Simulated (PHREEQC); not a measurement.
**Sulfide liquor**

Dissolve 0.036 mol NH4HS and 0.023 mol MnCl2 per kg of water at 70 °C. Closed to the air; pH follows from the charge balance.

Computed with PHREEQC (ion-association model, wateq4f.dat).

```
Quantity                   Value
----------------  --------------
pH                          7.29
ionic strength    0.0976 mol/kgw
total alkalinity     36.0 meq/kg
```

```json
[
 {"species": "Cl-", "molality": "0.0445", "activity": "0.0333", "log γ": "-0.126"},
 {"species": "NH4+", "molality": "0.0318", "activity": "0.0243", "log γ": "-0.117"},
 {"species": "HS-", "molality": "0.0316", "activity": "0.0236", "log γ": "-0.127"},
 {"species": "Mn+2", "molality": "0.0214", "activity": "0.00801", "log γ": "-0.428"},
 {"species": "H2S", "molality": "0.00438", "activity": "0.00448", "log γ": "0.010"},
 {"species": "NH3", "molality": "0.00424", "activity": "0.00424", "log γ": "0.000"},
 {"species": "MnCl+", "molality": "0.00142", "activity": "0.00109", "log γ": "-0.114"}
]
```

No solid was allowed to form. Saturation is exceeded, for instance for MnS(Green); the values hold only as long as no solid forms. At this temperature some constants are extrapolated from 25 °C, and those without enthalpy data are left unchanged. The polysulfide entries of wateq4f.dat were taken out for this run.
